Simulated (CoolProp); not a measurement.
Vapour-liquid equilibrium of o-xylene (1) + n-nonane (2) at 857 kPa; x and y are mole fractions of (1).

Computed with CoolProp (multi-fluid Helmholtz-energy mixture model, Zhou 2012 and Lemmon 2006; pair parameters Bell 2016).

```tsv
x	bubble temperature, mixture model (K)	bubble temperature, Raoult's law (K)	y, mixture model	y, Raoult's law
0.05	527.1	527.5	0.057	0.055
0.15	525.8	526.8	0.168	0.164
0.25	524.7	526.1	0.274	0.270
0.35	523.6	525.5	0.376	0.374
0.45	522.8	524.8	0.474	0.476
0.55	522.1	524.2	0.569	0.576
0.65	521.6	523.5	0.662	0.673
0.75	521.2	522.9	0.756	0.769
0.85	521.1	522.3	0.850	0.863
0.95	521.2	521.6	0.949	0.955
```

The largest gap from Raoult's law is -2.1 K in bubble temperature, at x = 0.55. y crosses x between x = 0.85 and 0.95: the model has an azeotrope there.

Pair parameters are fitted to limited data, so mixtures are less certain than the pure fluids.
